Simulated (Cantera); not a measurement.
Cantera run:

```python
import numpy as np
import cantera as ct

gas_names = """
    B BCL BCL2 BCL3 BH BH2 BH3 BN B2 CL CL2 H HCL H2 N NH NH2 NH3 N2 N2H2 N2H4
""".split()
cond_names = """
    B(b) B(L) BN(s) NH4CL(a) NH4CL(b)
""".split()


def load(file, names, dense=False):
    # The tables refer to 1 bar. Condensed volumes are neglected.
    table = {s.name: s for s in ct.Species.list_from_file(file)}
    out = []
    for n in names:
        d = dict(table[n].input_data)
        d["thermo"] = dict(d["thermo"], **{"reference-pressure": 1e5})
        if dense:
            d["equation-of-state"] = {"model": "constant-volume", "density": "1e6 g/cm^3"}
        out.append(ct.Species.from_dict(d))
    return out


gas = ct.Solution(thermo="ideal-gas", species=load("nasa_gas.yaml", gas_names))
cond = {s.name: ct.Solution(thermo="fixed-stoichiometry", species=[s], name=s.name)
        for s in load("nasa_condensed.yaml", cond_names, dense=True)}
atoms = {
    'BCl3': {'B': 1, 'CL': 3},
    'H2': {'H': 2},
    'N2': {'N': 2},
}
top_T = {'BN(s)': 3200}  # K; cautious upper limits of use, not melting points


def equilibrate(T, P, feed):
    n = {}
    for name, mol in feed.items():
        for a, k in atoms[name].items():
            n[a] = n.get(a, 0.0) + k * mol
    gas.TPX = T, P, n
    mass = sum(n.values()) * gas.mean_molecular_weight
    gas.equilibrate("TP")
    valid = [c for c in cond.values() if c.min_temp <= T <= top_T.get(c.name, c.max_temp)]
    mix = ct.Mixture([(gas, mass / gas.mean_molecular_weight)] + [(c, 0.0) for c in valid])
    mix.T, mix.P = T, P
    mix.equilibrate("TP", solver="vcs", rtol=1e-11, max_steps=5000)
    return mix


results = []
feed = {'BCl3': 1, 'H2': 27, 'N2': 58}  # mol
T = 973.15  # K
P = 1000  # Pa
mix = equilibrate(T, P, feed)
results.append((T, P, feed, dict(zip(mix.species_names, mix.species_moles))))
x = sorted(zip(gas.X, gas.species_names), reverse=True)
print(f"T = {T:g} K  P = {P:g} Pa  gas = {mix.phase_moles(0):.4g} mol")
print("   x: " + "  ".join(f"{s} {v:.3e}" for v, s in x if v > 1e-06))
print("   condensed (mol): " + ("  ".join(f"{mix.phase(i).name} {mix.phase_moles(i):.4g}"
      for i in range(1, mix.n_phases) if mix.phase_moles(i) > 1e-12) or "none"))
```

Result:

```
T = 973.15 K  P = 1000 Pa  gas = 86 mol
   x: N2 6.686e-01  H2 2.965e-01  HCL 3.488e-02
   condensed (mol): BN(s) 1
```

These are equilibrium values from Cantera (NASA tables, ideal gas, pure condensed phases), not measurements of a reactor. N2 is the only nitrogen source here; it is nearly inert below about 1500 K, so the nitride shown seldom forms there in practice.
